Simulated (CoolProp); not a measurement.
Vapour-liquid equilibrium of n-butane (1) + trans-2-butene (2) at 0.411 MPa; x and y are mole fractions of (1).

Computed with CoolProp (multi-fluid Helmholtz-energy mixture model, Bücker 2006 and Lemmon 2005; pair parameters Bell 2016).

### Question
Give the bubble temperature and the first vapour's composition at x = 0.05, 0.35, 0.45. Is there an azeotrope?

### Answer
x = 0.05: 317.1 K, y = 0.054; x = 0.35: 316.3 K, y = 0.359; x = 0.45: 316.2 K, y = 0.456. y crosses x between x = 0.65 and 0.75: the model has an azeotrope there.

The pair parameters rest on a limited set of measurements; away from them the model extrapolates.
